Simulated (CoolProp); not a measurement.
Ethanol at 298.15 K and 0.578 MPa flows at 5.5 m/s in a round tube of 20 mm bore and 45 µm roughness, fully developed (64/Re and Nu = 3.66 if laminar; Colebrook and Gnielinski if turbulent). Each further row changes one setting.

Computed with CoolProp (reference Helmholtz-energy equation of state, Schroeder 2014).

```csv
case,Reynolds number,Darcy friction factor,pressure drop (Pa/m),heat-transfer coefficient (W/(m² K)),mass flow (kg/h)
as stated,79600,0.0261,15500,6900,4890
velocity 11 m/s,159000,0.0252,59900,13600,9770
diameter 40 mm,159000,0.0218,6480,6230,19500
```

Viscosity comes from a separate model (Kiselev 2005). Thermal conductivity comes from a separate model (Assael 2013).
